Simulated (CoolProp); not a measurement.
Vapour-liquid equilibrium of isobutene (1) + n-butane (2) at 1.35 MPa; x and y are mole fractions of (1).

Values from CoolProp's multi-fluid Helmholtz-energy mixture model, Lemmon 2005 and Bücker 2006; pair parameters Bell 2016.

| x | bubble temperature (°C) | y at the bubble point | dew temperature at overall composition x (°C) | liquid density (mol/L) |
|---|---|---|---|---|
| 0.05 | 93.2 | 0.058 | 93.3 | 8.259 |
| 0.125 | 92.3 | 0.142 | 92.5 | 8.310 |
| 0.2 | 91.5 | 0.224 | 91.8 | 8.361 |
| 0.275 | 90.7 | 0.304 | 91.0 | 8.413 |
| 0.35 | 90.0 | 0.382 | 90.3 | 8.465 |
| 0.425 | 89.3 | 0.458 | 89.6 | 8.517 |
| 0.5 | 88.6 | 0.532 | 88.9 | 8.570 |
| 0.575 | 88.0 | 0.605 | 88.2 | 8.623 |
| 0.65 | 87.3 | 0.677 | 87.6 | 8.676 |
| 0.725 | 86.7 | 0.748 | 86.9 | 8.731 |
| 0.8 | 86.2 | 0.818 | 86.3 | 8.785 |
| 0.875 | 85.6 | 0.887 | 85.7 | 8.841 |
| 0.95 | 85.0 | 0.955 | 85.1 | 8.896 |

No azeotrope shows between x = 0.05 and 0.95.

Pair parameters are fitted to limited data, so mixtures are less certain than the pure fluids.
